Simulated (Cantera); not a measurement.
An isothermal, constant-pressure homogeneous reactor starts with 6.25 % C₂H₄, 93.8 % H₂, at 1425 K and 0.0240 bar.

Computed with Cantera and GRI-Mech 3.0 (53 species, 325 reactions). GRI-Mech 3.0 was tuned for natural gas; its chemistry of ethylene as a main component is partial and can be far from experiment. GRI-Mech 3.0 stops at C3 and has no aromatics, soot or wall deposition, so with more carbon than oxygen in the feed, carbon stays in small species such as C2H2 where larger ones or solid carbon would form. Radical loss at walls, strong at low pressure, is not modelled.

Task: Predict: x(C₂H₄) at 10.0 s; x(H₂) at 10.0 s; x(C₂H₆) at 10.0 s; x(H) at 10.0 s; x(CH₃) at 10.0 s.

Result: 
```json
{
  "x(C₂H₄) at 10.0 s": "0.000808 (gas-phase equilibrium 0.000749)",
  "x(H₂) at 10.0 s": "0.941 (gas-phase equilibrium 0.936)",
  "x(C₂H₆) at 10.0 s": "1.73e-7 (gas-phase equilibrium 2.65e-7)",
  "x(H) at 10.0 s": "4.59e-5 (gas-phase equilibrium 4.29e-5)",
  "x(CH₃) at 10.0 s": "4.95e-7 (gas-phase equilibrium 9.19e-6)"
}
```
